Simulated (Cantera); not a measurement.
A closed system holds: 1 mol Al, 1.4 mol H₂O, 1.3 mol H₂, equilibrated at 1748 K and 3500 Pa.

Cantera equilibrium calculation (NASA polynomials, part measured and part estimated; ideal gas, pure solids and liquids). Candidate condensed phases: Al, Al₂O₃, H₂O; 19 gas species. Kinetics and transport are ignored.

Base state: H₂ 0.978, Al₂O 0.0111, Al 0.00851, H 0.00121, AlH 0.000828 (mole fractions); condensed: Al₂O₃(s).

**Question.** What changes in the equilibrium state with this change: pressure from 3500 Pa to 1330 Pa?

**Answer.** 
| species | before | after |
|---|---|---|
| H₂ | 0.978 | 0.977 |
| Al₂O | 0.0111 | 0.0101 |
| Al | 0.00851 | 0.0101 |
| H | 0.00121 | 0.00196 |
| AlH | 0.000828 | 0.000605 |
| Al₂O₃(s), mol | 0.456 | 0.457 |

**Question.** What changes in the equilibrium state with this change: H₂O from 1.4 to 7.6 mol?

**Answer.** 
```tsv
species	before	after
H₂O	2.99e-7	0.685
H₂	0.978	0.314
H	0.00121	0.000685
Al₂O	0.0111	<1e-9
Al	0.00851	<1e-9
AlH	0.000828	<1e-9
OH	<1e-9	8.71e-5
Al₂O₃(s), mol	0.456	0.500
```
Gases not in the tables: Al(OH)₃.

**Question.** What changes in the equilibrium state with this change: 0.021 mol Cl₂ added?

**Answer.** 
```csv
species,before,after
H₂,0.978,0.976
AlCl,0,0.0151
Al,0.00851,0.00371
Al₂O,0.0111,0.00368
HCl,0,5.33e-5
AlH,0.000828,0.000361
H,0.00121,0.00121
"Al₂O₃(s), mol",0.456,0.463
```
Further candidate phases: AlCl₃.
